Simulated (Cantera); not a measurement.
What does this Cantera script print?

```python
import numpy as np
import cantera as ct

gas = ct.Solution("gri30.yaml")
gas.TPX = 1523, 260000, {'CO': 0.003, 'O2': 0.077, 'H2O': 0.00097, 'N2': 1}
inlet = ct.Reservoir(gas, clone=True)

reactor = ct.IdealGasConstPressureReactor(gas, energy="off", clone=False)
exhaust = ct.Reservoir(gas, clone=True)
tau = [16, 7.7, 3.6, 1.7, 0.81, 0.38, 0.18, 0.084, 0.04, 0.019, 0.0088][0]
for a, b in ((inlet, reactor), (reactor, exhaust)):
    ct.MassFlowController(a, b, mdot=lambda t: reactor.mass / tau)
net = ct.ReactorNet([reactor])
show = ['CO', 'O2', 'H2O', 'N2O', 'CO2', 'H2', 'OH']

rows = []
print(f"{'tau/s':>10s}{'T/K':>9s}" + "".join(f"{s:>11s}" for s in show))
for tau in [16, 7.7, 3.6, 1.7, 0.81, 0.38, 0.18, 0.084, 0.04, 0.019, 0.0088]:
    net.initial_time = 0.0
    net.advance(30 * tau)
    before = gas.X
    net.advance(40 * tau)
    drift = np.max(np.abs(gas.X - before) / (gas.X + 1e-9))
    rows.append([gas.T, *gas[show].X, drift])
    print(f"{tau:10.3e}{gas.T:9.1f}" + "".join(f"{x:11.3e}" for x in gas[show].X))
```

It prints:

```
     tau/s      T/K         CO         O2        H2O        N2O        CO2         H2         OH
 1.600e+01   1523.0  3.058e-06  6.994e-02  8.948e-04  1.750e-07  2.776e-03  1.089e-08  7.477e-06
 7.700e+00   1523.0  5.402e-06  6.994e-02  8.942e-04  2.388e-07  2.774e-03  1.516e-08  8.736e-06
 3.600e+00   1523.0  9.564e-06  6.994e-02  8.933e-04  3.436e-07  2.770e-03  2.240e-08  1.050e-05
 1.700e+00   1523.0  1.659e-05  6.994e-02  8.921e-04  5.017e-07  2.763e-03  3.390e-08  1.275e-05
 8.100e-01   1523.0  2.835e-05  6.994e-02  8.907e-04  7.307e-07  2.751e-03  5.195e-08  1.556e-05
 3.800e-01   1523.0  4.867e-05  6.995e-02  8.888e-04  1.058e-06  2.730e-03  8.131e-08  1.914e-05
 1.800e-01   1523.0  8.241e-05  6.996e-02  8.865e-04  1.479e-06  2.697e-03  1.275e-07  2.350e-05
 8.400e-02   1523.0  1.398e-04  6.998e-02  8.835e-04  1.974e-06  2.639e-03  2.025e-07  2.897e-05
 4.000e-02   1523.0  2.310e-04  7.001e-02  8.799e-04  2.431e-06  2.548e-03  3.167e-07  3.540e-05
 1.900e-02   1523.0  3.759e-04  7.006e-02  8.756e-04  2.740e-06  2.403e-03  4.892e-07  4.298e-05
 8.800e-03   1523.0  6.061e-04  7.015e-02  8.703e-04  2.789e-06  2.172e-03  7.431e-07  5.175e-05
```

Computed with Cantera and GRI-Mech 3.0 (53 species, 325 reactions).
